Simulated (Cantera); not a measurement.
# Ignition delay

Mixture: 2.32 % C₂H₄, 13.4 % O₂, 80.1 % N₂, 4.17 % H₂O, at 0.790 atm, adiabatic and at constant pressure. Ignition delay is the time to a rise of 400 K.

Computed with Cantera and GRI-Mech 3.0 (53 species, 325 reactions). GRI-Mech 3.0 was tuned for natural gas; its chemistry of ethylene as a main component is partial and can be far from experiment. Where the delays flatten at high temperature, the 400 K rule measures the pace of heat release, not the induction time.

```tsv
T0 (K)	delay (ms)
1100	4.82
1150	1.14
1200	0.459
1250	0.271
1300	0.187
1350	0.141
1400	0.113
1450	0.0987
1500	0.0898
1550	0.0845
```
